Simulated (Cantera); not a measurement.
# Premixed flame

A freely propagating, adiabatic, planar premixed flame of CO : H2 : O2 : N2 : CO2 = 1 : 0.072 : 0.616 : 2.32 : 0.56 (molar parts), unburnt at 375 K and 128 Torr; multicomponent transport, grid criteria slope 0.08 and curve 0.16, no radiation.

Cantera simulation using GRI-Mech 3.0 (53 species, 325 reactions); the numbers are that mechanism's predictions, not measurements. Burning velocities carry a grid error of a few per cent, more on coarse grids.

```csv
z (mm),T (K),u (m/s),x CO,x H2,x O2,x O,x HO2,x OH
-22.1,375,0.394,0.219,0.0158,0.135,<1e-8,<1e-8,<1e-8
-14.7,375,0.394,0.219,0.0157,0.135,<1e-8,<1e-8,<1e-8
-11.0,375,0.394,0.219,0.0156,0.135,<1e-8,<1e-8,<1e-8
-7.36,375,0.394,0.219,0.0153,0.135,<1e-8,1.20e-7,<1e-8
-3.68,387,0.405,0.219,0.0135,0.135,5.97e-8,1.56e-5,<1e-8
-1.84,580,0.603,0.207,0.0104,0.128,4.46e-5,6.40e-5,6.46e-5
0,978,0.998,0.164,0.00450,0.103,0.00330,1.39e-5,0.000332
1.84,1242,1.24,0.115,0.00113,0.0731,0.0110,5.39e-6,0.000918
3.68,1383,1.36,0.0889,0.000917,0.0596,0.0127,3.40e-6,0.00142
7.36,1519,1.48,0.0744,0.000973,0.0531,0.0103,2.36e-6,0.00196
14.7,1641,1.58,0.0652,0.000846,0.0491,0.00711,1.65e-6,0.00221
29.4,1744,1.67,0.0549,0.000668,0.0447,0.00472,1.09e-6,0.00220
58.9,1834,1.74,0.0443,0.000503,0.0401,0.00304,6.75e-7,0.00206
```
x: mole fraction of selected species; z is measured from the peak of heat release.

```json
{
 "laminar_burning_velocity": "39.4 cm/s",
 "thermal_thickness": "7.36 mm",
 "peak x(O)": "0.0127",
 "peak x(HO2)": "9.37e-5",
 "peak x(OH)": "0.00223",
 "grid_points": "130"
}
```
